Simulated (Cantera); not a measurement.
A perfectly stirred reactor is fed with C3H8 : O2 : N2 = 1 : 8.2 : 30.8 (molar parts), at 0.987 atm; it is adiabatic with a 373 K inlet, and is followed from long to short residence time, starting on the burning branch (τ in s: 0.057, 0.029, 0.014, 0.0073, 0.0037, 0.0018, 0.00092, 0.00046, 0.00023, 0.00012, 5.9e-05, 3e-05, 1.5e-05).

Cantera simulation using GRI-Mech 3.0 (53 species, 325 reactions); the numbers are that mechanism's predictions, not measurements. GRI-Mech 3.0 was tuned for natural gas; its chemistry of propane as a main component is partial and can be far from experiment.

Predict: blow-out, bracketed by the residence times tried; x(C3H8) at τ = 57.0 ms; x(O2) at τ = 57.0 ms; x(C2H6) at τ = 57.0 ms; x(OH) at τ = 57.0 ms; x(CH4) at τ = 57.0 ms; x(C3H8) at τ = 0.920 ms; x(O2) at τ = 0.920 ms; x(C2H6) at τ = 0.920 ms; x(OH) at τ = 0.920 ms; x(CH4) at τ = 0.920 ms.


| Property | Value |
|---|---|
| blow-out, bracketed by the residence times tried | burning at 0.230 ms, out at 0.120 ms |
| x(C3H8) at τ = 57.0 ms | 1.40e-6 |
| x(O2) at τ = 57.0 ms | 0.0779 |
| x(C2H6) at τ = 57.0 ms | 1.05e-9 |
| x(OH) at τ = 57.0 ms | 0.00146 |
| x(CH4) at τ = 57.0 ms | 3.00e-7 |
| x(C3H8) at τ = 0.920 ms | 2.39e-5 |
| x(O2) at τ = 0.920 ms | 0.0814 |
| x(C2H6) at τ = 0.920 ms | 4.56e-8 |
| x(OH) at τ = 0.920 ms | 0.00355 |
| x(CH4) at τ = 0.920 ms | 3.90e-6 |
